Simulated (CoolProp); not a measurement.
c-C4F8 (RC318) at 298.15 K and 0.146 MPa is throttled through a valve to 0.0558 MPa with no heat exchange. Each further row changes one setting.

The numbers come from the reference Helmholtz-energy equation of state, Platzer 1990 in CoolProp. This equation is an older, rougher fit.

```
case                        temperature change (K)  final density (kg/m³)
--------------------------  ----------------------  ---------------------
as stated                                        ?                   4.60
outlet pressure 0.0167 MPa                       ?                   1.36
outlet pressure 0.0725 MPa                       ?                   6.00
```

Question: Complete the blanks.

Answer: 
- as stated, temperature change (K): -1.4
- outlet pressure 0.0167 MPa, temperature change (K): -2.0
- outlet pressure 0.0725 MPa, temperature change (K): -1.2
